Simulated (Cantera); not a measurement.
Standard-state values (1 bar) from the NASA 1993 polynomials, evaluated with Cantera. Values are per mole of reaction as written; species without (g) are pure solids or liquids, kept so even where they would boil at 1 bar.

O(g) + H2O(g) = 2 OH(g)

| T (K) | ΔH° (kJ) | ΔS° (J/K) | ΔG° (kJ) | log10 K |
|---|---|---|---|---|
| 300 | 71.4 | 17.6 | 66.1 | -11.50 |
| 1100 | 72.2 | 19.8 | 50.4 | -2.39 |
| 1175 | 72.1 | 19.8 | 48.9 | -2.17 |
| 1250 | 72.0 | 19.7 | 47.4 | -1.98 |
| 1325 | (withheld) | (withheld) | (withheld) | (withheld) |
| 1400 | 71.7 | 19.5 | 44.5 | -1.66 |
| 1475 | 71.6 | 19.4 | 43.1 | -1.52 |
| 1550 | 71.4 | 19.2 | 41.6 | -1.40 |
| 1625 | 71.2 | 19.1 | 40.2 | -1.29 |
| 1700 | (withheld) | (withheld) | (withheld) | (withheld) |

Problem. Fill in the missing entries.

Solution. 
- 1325, ΔH° (kJ): 71.9
- 1325, ΔS° (J/K): 19.6
- 1325, ΔG° (kJ): 46.0
- 1325, log10 K: -1.81
- 1700, ΔH° (kJ): 71.1
- 1700, ΔS° (J/K): 19.0
- 1700, ΔG° (kJ): 38.7
- 1700, log10 K: -1.19
